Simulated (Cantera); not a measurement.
Input: 1 mol SiH₂Cl₂, 0.089 mol O₂, equilibrated at 2098 K and 0.100 bar.

Cantera equilibrium calculation (NASA polynomials, part measured and part estimated; ideal gas, pure solids and liquids). Candidate condensed phases: H₂O, Si, SiO₂; 30 gas species. The tables' values for SiCl₃, SiCl are old estimates; treat these amounts as uncertain. Gases not in the tables: Si₂H₆ and higher silanes. Kinetics and transport are ignored.

Base state: H₂ 0.340, SiCl₂ 0.330, HCl 0.229, SiO 0.0814, SiCl₃ 0.00676, H 0.00568, SiCl 0.00307, Cl 0.00281 (mole fractions); condensed: Si(l).

What changes in the equilibrium state with this change: pressure from 0.100 bar to 0.260 bar?


```json
[
 {"species": "H₂", "before": "0.340", "after": "0.344"},
 {"species": "SiCl₂", "before": "0.330", "after": "0.327"},
 {"species": "HCl", "before": "0.229", "after": "0.229"},
 {"species": "SiCl₃", "before": "0.00676", "after": "0.0108"},
 {"species": "SiO", "before": "0.0814", "after": "0.0819"},
 {"species": "SiH₂Cl₂", "before": "1.34e-5", "after": "3.49e-5"},
 {"species": "Si", "before": "0.00131", "after": "0.000502"},
 {"species": "Si₂", "before": "1.69e-5", "after": "6.52e-6"},
 {"species": "SiHCl₃", "before": "9.66e-5", "after": "0.000249"},
 {"species": "SiCl₄", "before": "0.000138", "after": "0.000353"},
 {"species": "Si(l), mol", "before": "0.0760", "after": "0.0817"}
]
```

What changes in the equilibrium state with this change: SiH₂Cl₂ replaced by HMDSO?


```json
[
 {"species": "H₂", "before": "0.340", "after": "0.874"},
 {"species": "CO", "before": "0", "after": "0.114"},
 {"species": "H", "before": "0.00568", "after": "0.00910"},
 {"species": "SiCl₂", "before": "0.330", "after": "0"},
 {"species": "HCl", "before": "0.229", "after": "0"},
 {"species": "SiO", "before": "0.0814", "after": "0.00132"},
 {"species": "SiCl₃", "before": "0.00676", "after": "0"},
 {"species": "SiCl", "before": "0.00307", "after": "0"},
 {"species": "Cl", "before": "0.00281", "after": "0"},
 {"species": "C₂H₂ (acetylene)", "before": "0", "after": "0.00125"},
 {"species": "Si(l), mol", "before": "0.0760", "after": "0"},
 {"species": "C(graphite), mol", "before": "0", "after": "2.82"},
 {"species": "SiC(s), mol", "before": "0", "after": "1.99"}
]
```
The feed counts by its element totals alone. Further candidate phases: C, C₆H₆, C₇H₈, C₈H₁₈, SiC.

What changes in the equilibrium state with this change: temperature from 2098 K to 898 K?


```json
[
 {"species": "H₂", "before": "0.340", "after": "0.640"},
 {"species": "SiCl₄", "before": "0.000138", "after": "0.289"},
 {"species": "SiHCl₃", "before": "9.66e-5", "after": "0.0603"},
 {"species": "SiCl₂", "before": "0.330", "after": "0.000154"},
 {"species": "SiO", "before": "0.0814", "after": "<1e-9"},
 {"species": "HCl", "before": "0.229", "after": "0.00854"},
 {"species": "H", "before": "0.00568", "after": "<1e-9"},
 {"species": "SiCl", "before": "0.00307", "after": "<1e-9"},
 {"species": "Cl", "before": "0.00281", "after": "<1e-9"},
 {"species": "Si", "before": "0.00131", "after": "<1e-9"},
 {"species": "SiH", "before": "0.000131", "after": "<1e-9"},
 {"species": "Si(l), mol", "before": "0.0760", "after": "0"},
 {"species": "Si(s), mol", "before": "0", "after": "0.391"},
 {"species": "SiO₂(β-quartz), mol", "before": "0", "after": "0.0890"}
]
```
The tables' values for SiCl₃ are old estimates; treat these amounts as uncertain.
